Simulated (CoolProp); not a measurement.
Vapour-liquid equilibrium of octamethyltrisiloxane (MDM) (1) + octamethylcyclotetrasiloxane (D4) (2) at 305.9 K; x and y are mole fractions of (1).

Computed with CoolProp (multi-fluid Helmholtz-energy mixture model, Thol 2017 and Thol 2015; pair parameters Bell 2016).

```
x     bubble pressure (kPa)  y at the bubble point  dew pressure at overall composition x (kPa)  liquid density (mol/L)
----  ---------------------  ---------------------  -------------------------------------------  ----------------------
0.05                 0.2692                  0.171                                       0.2440                   3.186
0.2                  0.3623                  0.476                                       0.2762                   3.220
0.35                 0.4475                  0.651                                       0.3174                   3.255
0.5                  0.5304                  0.770                                       0.3721                   3.290
0.65                 0.6141                  0.860                                       0.4471                   3.327
0.8                  0.6998                  0.930                                       0.5556                   3.364
0.95                 0.7869                  0.985                                       0.7290                   3.401
```

No azeotrope shows between x = 0.05 and 0.95.

Pair parameters are fitted to limited data, so mixtures are less certain than the pure fluids.
